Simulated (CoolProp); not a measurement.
A Linde-Hampson liquefier for carbon monoxide: isothermal reversible compression at 250 K from 1 atm to 20 MPa, throttling to 1 atm, return gas leaving the recuperator 0 K below the feed. Each further row changes one setting.

Model: reference Helmholtz-energy equation of state, Lemmon 2006, in CoolProp. It is a short technical equation, of lower accuracy than the large ones.

```tsv
case	liquid yield per pass	compression work (kJ/kg of gas)
as stated	0.143	384
high pressure 40 MPa	0.172	440
warm-end temperature 280 K	0.104	436
warm-end gap 5 K	0.132	384
```
